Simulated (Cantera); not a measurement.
Input: 1 mol AlN, a varied amount of Cl2, equilibrated at 1352 °C and 3.80 bar.

Method: chemical equilibrium by Gibbs-energy minimisation in Cantera with the NASA 1993 tables (ideal gas, pure condensed phases). Candidate condensed phases: Al, AlCl3, AlN; 11 gas species. Kinetics and transport are ignored.

Problem. What share of the Al ends up in condensed phases as a function of n(Cl2) (mol), at 0.22, 0.26, 0.31, 0.36, 0.43, 0.5, 0.59, 0.69, 0.81, 0.95, 1.1, 1.3, 1.5?

Solution. 
| n(Cl2) (mol) | Al condensed (%) | as |
|---|---|---|
| 0.22 | 85.3 | AlN(s) |
| 0.26 | 82.6 | AlN(s) |
| 0.31 | 79.2 | AlN(s) |
| 0.36 | 75.9 | AlN(s) |
| 0.43 | 71.2 | AlN(s) |
| 0.5 | 66.5 | AlN(s) |
| 0.59 | 60.5 | AlN(s) |
| 0.69 | 53.7 | AlN(s) |
| 0.81 | 45.7 | AlN(s) |
| 0.95 | 36.3 | AlN(s) |
| 1.1 | 26.3 | AlN(s) |
| 1.3 | 12.9 | AlN(s) |
| 1.5 | 0.0 | - |
